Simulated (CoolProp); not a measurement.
Vapour-liquid equilibrium of trans-2-butene (1) + acetone (2) at 350.8 K; x and y are mole fractions of (1).

Values from CoolProp's multi-fluid Helmholtz-energy mixture model, Lemmon 2005 and Lemmon 2006; pair parameters Bell 2016.

| x | bubble pressure, mixture model (MPa) | bubble pressure, Raoult's law (MPa) | y, mixture model | y, Raoult's law |
|---|---|---|---|---|
| 0.05 | 0.2862 | 0.2383 | 0.312 | 0.198 |
| 0.2 | 0.4953 | 0.3496 | 0.635 | 0.540 |
| 0.35 | 0.6378 | 0.4609 | 0.743 | 0.716 |
| 0.5 | 0.7333 | 0.5723 | 0.801 | 0.824 |
| 0.65 | 0.8047 | 0.6836 | 0.845 | 0.897 |
| 0.8 | 0.8679 | 0.7950 | 0.894 | 0.949 |
| 0.95 | 0.9267 | 0.9063 | 0.966 | 0.989 |

The largest gap from Raoult's law is +41.7 % in bubble pressure, at x = 0.2. No azeotrope shows between x = 0.05 and 0.95.

The pair parameters rest on a limited set of measurements; away from them the model extrapolates.
